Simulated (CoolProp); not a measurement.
Vapour-liquid equilibrium of R22 (1) + R115 (2) at 361 kPa; x and y are mole fractions of (1).

Computed with CoolProp (multi-fluid Helmholtz-energy mixture model, Kamei 1995 and Lemmon 2016; pair parameters Bell 2016).

Q: Give the bubble temperature and the first vapour's composition at x = 0.05, 0.45, 0.85. Is there an azeotrope?

A: x = 0.05: 264.7 K, y = 0.109; x = 0.45: 259.7 K, y = 0.467; x = 0.85: 261.7 K, y = 0.802. y crosses x between x = 0.45 and 0.55: the model has an azeotrope there.

Pair parameters are fitted to limited data, so mixtures are less certain than the pure fluids.
